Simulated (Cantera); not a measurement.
Cantera run:

```python
import numpy as np
import cantera as ct

gas_names = [...]  # 110 gases of nasa_gas.yaml made of C, H, O
cond_names = """
    C(gr) C6H6(L) C7H8(L) C8H18(L),n-octa H2O(s) H2O(L)
""".split()


# ... load() reads the species with a 1 bar reference pressure and builds the phases ...
atoms = {
    'n-butane': {'C': 4, 'H': 10},
    'O2': {'O': 2},
}
top_T = {'C(gr)': 4500}  # K; cautious upper limits of use, not melting points


# ... equilibrate(T, P, feed) seeds the gas with the atoms and calls Mixture.equilibrate('TP', solver="vcs", rtol=1e-11, max_steps=5000) ...
results = []
feed = {'n-butane': 1, 'O2': 1.2}  # mol
P = 13332.2  # Pa
for T in [825, 875, 925, 975, 1025, 1075, 1125, 1175, 1225, 1275, 1325, 1375, 1425]:
    mix = equilibrate(T, P, feed)
    results.append((T, P, feed, dict(zip(mix.species_names, mix.species_moles))))

top = {s: max(r[3][s] / sum(r[3][g] for g in gas_names) for r in results) for s in gas_names}
cols = sorted((s for s in top if top[s] > 0.001), key=lambda s: -top[s])[:9]
seen = [c for c in cond_names if any(r[3].get(c, 0) > 1e-12 for r in results)]
print("log10 of partial pressures in bar; condensed amounts in mol")
print(f"{'T/K':>10s}" + "".join(f"{s[:9]:>10s}" for s in cols + seen))
for T, P, feed, n in results:
    ng = sum(n[g] for g in gas_names)
    print(f"{T:10.4g}" + "".join(f"{np.log10(max(n[s] / ng * P / 1e5, 1e-99)):10.3f}" for s in cols)
          + "".join(f"{n.get(c, 0):10.4g}" for c in seen))
```

It prints:

```
log10 of partial pressures in bar; condensed amounts in mol
       T/K        H2        CO       H2O       CO2       CH4     C(gr)
       825    -1.077    -1.806    -1.782    -1.958    -2.197     2.539
       875    -1.058    -1.586    -2.034    -2.140    -2.476     2.235
       925    -1.052    -1.460    -2.340    -2.442    -2.749     1.931
       975    -1.050    -1.402    -2.674    -2.822    -3.001     1.741
      1025    -1.049    -1.379    -3.004    -3.222    -3.231     1.655
      1075    -1.048    -1.370    -3.316    -3.608    -3.441      1.62
      1125    -1.047    -1.367    -3.605    -3.967    -3.634     1.607
      1175    -1.046    -1.365    -3.872    -4.298    -3.811     1.602
      1225    -1.046    -1.365    -4.117    -4.603    -3.974       1.6
      1275    -1.046    -1.364    -4.344    -4.883    -4.125     1.599
      1325    -1.046    -1.364    -4.553    -5.142    -4.265     1.599
      1375    -1.046    -1.364    -4.747    -5.381    -4.394     1.599
      1425    -1.046    -1.364    -4.927    -5.603    -4.515     1.599
```

Cantera equilibrium calculation (NASA polynomials, part measured and part estimated; ideal gas, pure solids and liquids).
